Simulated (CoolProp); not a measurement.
Vapour-liquid equilibrium of CH2F2 (R32) (1) + dimethyl ether (2) at 198 kPa; x and y are mole fractions of (1).

The numbers come from the multi-fluid Helmholtz-energy mixture model, Tillner-Roth 1997 and Wu 2011; pair parameters Bell 2016 in CoolProp.

```json
[
 {"x": "0.05", "bubble temperature, mixture model (°C)": "-10.5", "bubble temperature, Raoult's law (°C)": "-10.9", "y, mixture model": "0.125", "y, Raoult's law": "0.143"},
 {"x": "0.2", "bubble temperature, mixture model (°C)": "-17.1", "bubble temperature, Raoult's law (°C)": "-17.7", "y, mixture model": "[?]", "y, Raoult's law": "0.447"},
 {"x": "0.35", "bubble temperature, mixture model (°C)": "-22.8", "bubble temperature, Raoult's law (°C)": "-23.0", "y, mixture model": "0.631", "y, Raoult's law": "0.640"},
 {"x": "0.5", "bubble temperature, mixture model (°C)": "-27.4", "bubble temperature, Raoult's law (°C)": "-27.3", "y, mixture model": "[?]", "y, Raoult's law": "0.771"},
 {"x": "0.65", "bubble temperature, mixture model (°C)": "-31.2", "bubble temperature, Raoult's law (°C)": "-30.9", "y, mixture model": "[?]", "y, Raoult's law": "0.864"},
 {"x": "0.8", "bubble temperature, mixture model (°C)": "[?]", "bubble temperature, Raoult's law (°C)": "-34.0", "y, mixture model": "0.927", "y, Raoult's law": "0.933"},
 {"x": "0.95", "bubble temperature, mixture model (°C)": "-36.8", "bubble temperature, Raoult's law (°C)": "-36.7", "y, mixture model": "0.982", "y, Raoult's law": "0.985"}
]
```

What belongs in the gaps?


- 0.2, y, mixture model: 0.426
- 0.5, y, mixture model: 0.766
- 0.65, y, mixture model: 0.859
- 0.8, bubble temperature, mixture model (°C): -34.2

The largest gap from Raoult's law is +0.6 K in bubble temperature, at x = 0.2. No azeotrope shows between x = 0.05 and 0.95.

Pair parameters are fitted to limited data, so mixtures are less certain than the pure fluids. The gap from Raoult's law changes sign with composition, which may be real or a fault of the pair parameters; it wasn't checked against measurements.
